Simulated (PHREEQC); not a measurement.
HCl is added in steps, without added water, to 1 kg of water holding 0.0018 mol/kgw NaOH, 0.0005 mol/kgw NaHCO3 and 0.014 mol/kgw NaCl, at 17 °C. No CO2 enters from the air. Only these solids could form: Halite, Nahcolite, Natron, Trona.

Base run: PHREEQC, Pitzer model, pitzer.dat. Each further column changes one thing. The table gives CO3-2 (mol/kgw).

```
HCl added (mol)      base  database phreeqc.dat  database wateq4f.dat  database phreeqc.dat, Debye-Hückel limiting law  database phreeqc.dat, metal-ligand complexes left out
---------------  --------  --------------------  --------------------  -----------------------------------------------  -----------------------------------------------------
0                0.000466              0.000415              0.000416                                         0.000421                                               0.000463
0.00036          0.000455              0.000405              0.000406                                         0.000412                                               0.000451
0.00072          0.000435              0.000387              0.000388                                         0.000394                                               0.000429
0.00108          0.000388              0.000345              0.000345                                         0.000352                                               0.000380
0.00144          0.000258              0.000229              0.000229                                         0.000234                                               0.000251
0.0018            5.51e-6               4.69e-6               4.69e-6                                          4.88e-6                                                4.97e-6
0.00216           8.45e-9               6.90e-9               6.90e-9                                          7.33e-9                                                7.00e-9
0.00252          3.44e-13              3.20e-13              3.20e-13                                         3.86e-13                                               3.20e-13
0.00288          5.03e-14              4.68e-14              4.68e-14                                         5.67e-14                                               4.68e-14
0.00324          1.93e-14              1.79e-14              1.79e-14                                         2.18e-14                                               1.79e-14
0.0036           1.02e-14                     0                     0                                         1.15e-14                                                      0
```

 pitzer.dat has no redox and few complexes: it carries them in its interaction parameters. phreeqc.dat and wateq4f.dat share most of their constants, so their agreement is no independent check. Solids allowed in the column 'database phreeqc.dat': Halite. Solids allowed in the column 'database wateq4f.dat': Halite, Nahcolite, Natron. Solids allowed in the column 'database phreeqc.dat, Debye-Hückel limiting law': Halite. Solids allowed in the column 'database phreeqc.dat, metal-ligand complexes left out': Halite.
